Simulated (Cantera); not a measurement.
# Gas-phase reforming

A perfectly stirred reactor is fed with 23.8 % CH4, 76.2 % CO2, at 2.10 bar; it is held at 2198 K, and followed from long to short residence time.

Detailed kinetics in Cantera: GRI-Mech 3.0 (53 species, 325 reactions).

```
τ (s)       x CH4  x CO2     x O2     x CH3     x HO2    x H2O2
-------  --------  -----  -------  --------  --------  --------
9.5       1.79e-6  0.157  1.53e-6   3.60e-7   1.39e-9   1.19e-9
1.9       9.30e-6  0.157  1.47e-6   1.84e-6   1.33e-9   1.15e-9
0.39      5.17e-5  0.157  1.29e-6   9.64e-6   1.17e-9   1.01e-9
0.078    0.000302  0.158  1.08e-6   5.21e-5  9.76e-10  8.59e-10
0.016     0.00140  0.161  9.88e-7  0.000235  9.21e-10  8.11e-10
0.0032    0.00499  0.182  8.42e-7  0.000830  9.75e-10  8.47e-10
0.00065    0.0136  0.265  5.52e-7   0.00219   1.24e-9  9.53e-10
0.00013    0.0402  0.433  2.24e-7   0.00520   1.29e-9  6.27e-10
```
x: mole fraction; the columns are a selection and need not sum to one.
